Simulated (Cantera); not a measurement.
A perfectly stirred reactor is fed with 5.39 % CH4, 5.39 % H2, 18.7 % O2, 70.5 % N2, at 750 Torr; it is adiabatic with a 775 K inlet, and is followed from long to short residence time, starting on the burning branch (τ in s: 0.24, 0.12, 0.054, 0.026, 0.012, 0.0057, 0.0027, 0.0013, 0.0006, 0.00028, 0.00013, 6.3e-05, 3e-05).

Cantera simulation using GRI-Mech 3.0 (53 species, 325 reactions); the numbers are that mechanism's predictions, not measurements.

x: mole fraction; the columns are a selection and need not sum to one.

```json
[
 {"τ (s)": "0.24", "T (K)": "2240", "x CH4": "6.06e-7", "x H2": "0.00109", "x O2": "0.0514", "x CO2": "0.0532", "x OH": "0.00534"},
 {"τ (s)": "0.12", "T (K)": "2240", "x CH4": "1.17e-6", "x H2": "0.00114", "x O2": "0.0519", "x CO2": "0.0531", "x OH": "0.00547"},
 {"τ (s)": "0.054", "T (K)": "2239", "x CH4": "…", "x H2": "…", "x O2": "0.0525", "x CO2": "0.0529", "x OH": "0.00571"},
 {"τ (s)": "0.026", "T (K)": "2234", "x CH4": "4.66e-6", "x H2": "0.00142", "x O2": "0.0530", "x CO2": "0.0525", "x OH": "0.00608"},
 {"τ (s)": "0.012", "T (K)": "2222", "x CH4": "8.74e-6", "x H2": "0.00179", "x O2": "0.0534", "x CO2": "0.0518", "x OH": "0.00673"},
 {"τ (s)": "0.0057", "T (K)": "2201", "x CH4": "1.52e-5", "x H2": "0.00241", "x O2": "0.0539", "x CO2": "0.0506", "x OH": "0.00767"},
 {"τ (s)": "0.0027", "T (K)": "2168", "x CH4": "2.55e-5", "x H2": "0.00340", "x O2": "0.0547", "x CO2": "0.0488", "x OH": "0.00884"},
 {"τ (s)": "0.0013", "T (K)": "2123", "x CH4": "4.26e-5", "x H2": "0.00475", "x O2": "0.0557", "x CO2": "0.0464", "x OH": "0.0100"},
 {"τ (s)": "0.00060", "T (K)": "2061", "x CH4": "7.54e-5", "x H2": "0.00653", "x O2": "0.0572", "x CO2": "0.0434", "x OH": "0.0111"},
 {"τ (s)": "0.00028", "T (K)": "1988", "x CH4": "…", "x H2": "…", "x O2": "0.0592", "x CO2": "0.0400", "x OH": "0.0116"},
 {"τ (s)": "0.00013", "T (K)": "1904", "x CH4": "0.000281", "x H2": "0.0106", "x O2": "0.0621", "x CO2": "0.0358", "x OH": "0.0116"},
 {"τ (s)": "6.3e-5", "T (K)": "1819", "x CH4": "0.000604", "x H2": "0.0128", "x O2": "0.0666", "x CO2": "0.0303", "x OH": "0.0108"},
 {"τ (s)": "3.0e-5", "T (K)": "1723", "x CH4": "0.00159", "x H2": "0.0166", "x O2": "0.0753", "x CO2": "0.0218", "x OH": "0.00902"}
]
```

Task: Fill in the missing entries.

Result: 
- 0.054, x CH4: 2.45e-6
- 0.054, x H2: 0.00124
- 0.00028, x CH4: 0.000140
- 0.00028, x H2: 0.00852
